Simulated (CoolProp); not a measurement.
Properties of R507A along the isotherm 500 K.

The numbers come from the reference Helmholtz-energy equation of state, Lemmon 2003 in CoolProp. It is a pseudo-pure fit of the blend.

```json
[
 {"p (bar)": "0.293", "phase": "gas", "density (kg/m³)": "0.6972", "cp (kJ/(kg K))": "1.164", "isothermal compressibility (1/MPa)": "34.15"},
 {"p (bar)": "0.442", "phase": "gas", "density (kg/m³)": "1.052", "cp (kJ/(kg K))": "1.164", "isothermal compressibility (1/MPa)": "22.65"},
 {"p (bar)": "0.667", "phase": "gas", "density (kg/m³)": "1.589", "cp (kJ/(kg K))": "1.164", "isothermal compressibility (1/MPa)": "15.02"},
 {"p (bar)": "1.01", "phase": "gas", "density (kg/m³)": "2.408", "cp (kJ/(kg K))": "1.165", "isothermal compressibility (1/MPa)": "9.925"},
 {"p (bar)": "1.52", "phase": "gas", "density (kg/m³)": "3.628", "cp (kJ/(kg K))": "1.166", "isothermal compressibility (1/MPa)": "6.603"},
 {"p (bar)": "2.29", "phase": "gas", "density (kg/m³)": "5.476", "cp (kJ/(kg K))": "1.167", "isothermal compressibility (1/MPa)": "4.391"},
 {"p (bar)": "3.45", "phase": "gas", "density (kg/m³)": "8.273", "cp (kJ/(kg K))": "1.169", "isothermal compressibility (1/MPa)": "2.923"},
 {"p (bar)": "5.21", "phase": "gas", "density (kg/m³)": "12.55", "cp (kJ/(kg K))": "1.173", "isothermal compressibility (1/MPa)": "1.944"},
 {"p (bar)": "7.86", "phase": "gas", "density (kg/m³)": "19.05", "cp (kJ/(kg K))": "1.178", "isothermal compressibility (1/MPa)": "1.296"},
 {"p (bar)": "11.9", "phase": "gas", "density (kg/m³)": "29.12", "cp (kJ/(kg K))": "1.186", "isothermal compressibility (1/MPa)": "0.8645"},
 {"p (bar)": "17.9", "phase": "gas", "density (kg/m³)": "44.45", "cp (kJ/(kg K))": "1.199", "isothermal compressibility (1/MPa)": "0.5828"},
 {"p (bar)": "27", "phase": "gas", "density (kg/m³)": "68.52", "cp (kJ/(kg K))": "1.219", "isothermal compressibility (1/MPa)": "0.3942"},
 {"p (bar)": "40.7", "phase": "supercritical", "density (kg/m³)": "106.7", "cp (kJ/(kg K))": "1.252", "isothermal compressibility (1/MPa)": "0.2686"},
 {"p (bar)": "61.4", "phase": "supercritical", "density (kg/m³)": "168.3", "cp (kJ/(kg K))": "1.308", "isothermal compressibility (1/MPa)": "0.1831"},
 {"p (bar)": "92.6", "phase": "supercritical", "density (kg/m³)": "267.5", "cp (kJ/(kg K))": "1.392", "isothermal compressibility (1/MPa)": "0.1208"}
]
```
